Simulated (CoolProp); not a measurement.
Vapour-liquid equilibrium of n-hexane (1) + cyclohexane (2) at 461 K; x and y are mole fractions of (1).

Values from CoolProp's multi-fluid Helmholtz-energy mixture model, Thol 2019 and Zhou 2014; pair parameters Bell 2016.

| x | bubble pressure (kPa) | y at the bubble point | dew pressure at overall composition x (kPa) | liquid density (mol/L) |
|---|---|---|---|---|
| 0.05 | 1127 | 0.064 | 1122 | 6.971 |
| 0.15 | 1170 | 0.184 | 1157 | 6.781 |
| 0.25 | 1211 | 0.296 | 1194 | 6.596 |
| 0.35 | ___ | 0.401 | 1231 | 6.416 |
| 0.45 | ___ | 0.501 | 1269 | 6.241 |
| 0.55 | 1325 | ___ | 1307 | 6.070 |
| 0.65 | 1361 | 0.691 | 1346 | 5.902 |
| 0.75 | 1397 | 0.781 | 1385 | 5.739 |
| 0.85 | 1432 | 0.870 | 1424 | 5.578 |
| 0.95 | 1467 | 0.957 | 1464 | 5.419 |

Q: Some entries are withheld; supply them.

A: 
- 0.35, bubble pressure (kPa): 1250
- 0.45, bubble pressure (kPa): 1288
- 0.55, y at the bubble point: 0.597

No azeotrope shows between x = 0.05 and 0.95.

The pair parameters rest on a limited set of measurements; away from them the model extrapolates.
